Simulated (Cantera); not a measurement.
**Adiabatic ignition**

An adiabatic, constant-pressure homogeneous reactor starts with CH₄ : O₂ : N₂ = 1 : 2.7 : 19.8 (molar parts), at 1650 K and 13.0 bar.

Detailed kinetics in Cantera: GRI-Mech 3.0 (53 species, 325 reactions). The pressure lies above the range GRI-Mech 3.0 was tuned for (to about 10 atm).

```tsv
t (s)	T (K)	x CH₄	x O₂	x HCO	x CH₂O	x CH₂	x O	x CH₂CO
1.00e-6	1650	0.0425	0.115	7.29e-12	2.22e-7	7.74e-12	4.06e-8	<1e-12
4.27e-6	1650	0.0425	0.115	2.49e-10	5.60e-6	1.55e-10	1.09e-7	8.13e-12
1.82e-5	1651	0.0420	0.115	2.05e-8	0.000167	5.93e-9	6.28e-7	4.18e-8
7.77e-5	2444	<1e-12	0.0315	7.13e-9	5.27e-11	<1e-12	0.00154	<1e-12
0.000331	2495	<1e-12	0.0296	8.26e-10	9.35e-12	<1e-12	0.000677	<1e-12
0.00141	2491	<1e-12	0.0286	8.12e-10	9.29e-12	<1e-12	0.000653	<1e-12
0.00603	2483	<1e-12	0.0267	7.85e-10	9.19e-12	<1e-12	0.000606	<1e-12
0.0257	2480	<1e-12	0.0260	7.76e-10	9.16e-12	<1e-12	0.000589	<1e-12
0.110	2480	<1e-12	0.0260	7.76e-10	9.16e-12	<1e-12	0.000589	<1e-12
0.469	2480	<1e-12	0.0260	7.76e-10	9.16e-12	<1e-12	0.000589	<1e-12
2.00	2480	<1e-12	0.0260	7.76e-10	9.16e-12	<1e-12	0.000589	<1e-12
```
x: mole fraction; the columns are a selection and need not sum to one.

- time of steepest temperature rise: 65.9 µs
- temperature at 2.00 s: 2480 K
- equilibrium temperature: 2480 K
- x(CH₄) at 2.00 s: <1e-12 (gas-phase equilibrium <1e-12)
- x(O₂) at 2.00 s: 0.0260 (gas-phase equilibrium 0.0260)
- x(HCO) at 2.00 s: 7.76e-10 (gas-phase equilibrium 7.76e-10)
